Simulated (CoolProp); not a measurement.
Vapour-liquid equilibrium of acetone (1) + water (2) at 342 K; x and y are mole fractions of (1).

The numbers come from the multi-fluid Helmholtz-energy mixture model, Lemmon 2006 and Wagner 2002; pair parameters Bell 2016 in CoolProp.

| x | bubble pressure (bar) | y at the bubble point | dew pressure at overall composition x (bar) | liquid density (mol/L) |
|---|---|---|---|---|
| 0.05 | 0.6905 | 0.586 | 0.3121 | 48.57 |
| 0.15 | 1.102 | 0.756 | 0.3478 | 39.66 |
| 0.25 | 1.244 | 0.791 | 0.3926 | 33.10 |
| 0.35 | 1.286 | 0.801 | 0.4507 | 28.11 |
| 0.45 | 1.306 | 0.807 | 0.5288 | 24.20 |
| 0.55 | 1.331 | 0.816 | 0.6391 | 21.08 |
| 0.65 | 1.368 | 0.833 | 0.8058 | 18.55 |
| 0.75 | 1.415 | 0.862 | 1.082 | 16.47 |
| 0.85 | 1.467 | 0.906 | 1.396 | 14.74 |
| 0.95 | 1.517 | 0.965 | 1.506 | 13.28 |

No azeotrope shows between x = 0.05 and 0.95.

Pair parameters are fitted to limited data, so mixtures are less certain than the pure fluids. With so large a gap from Raoult's law the liquid may split in two, which this calculation doesn't test in full.
